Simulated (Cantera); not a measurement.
Charge: 1 mol Si, 2.9 mol Br2, equilibrated at 648 K and 6.80 Pa.

These are equilibrium values from Cantera (NASA tables, ideal gas, pure condensed phases), not measurements of a reactor. Candidate condensed phases: Br2, Si; 9 gas species. Rates play no part.

Base state: SiBr4 0.526, Br2 0.473, Br 0.000816 (mole fractions); condensed: gas only.

What changes in the equilibrium state with this change: temperature from 648 K to 1223 K?


```
species    before    after
-------  --------  -------
Br       0.000816    0.631
SiBr4       0.526    0.351
Br2         0.473   0.0111
SiBr3       <1e-9  0.00406
SiBr2       <1e-9  0.00284
```
The tables' values for SiBr3 are old estimates; treat these amounts as uncertain.
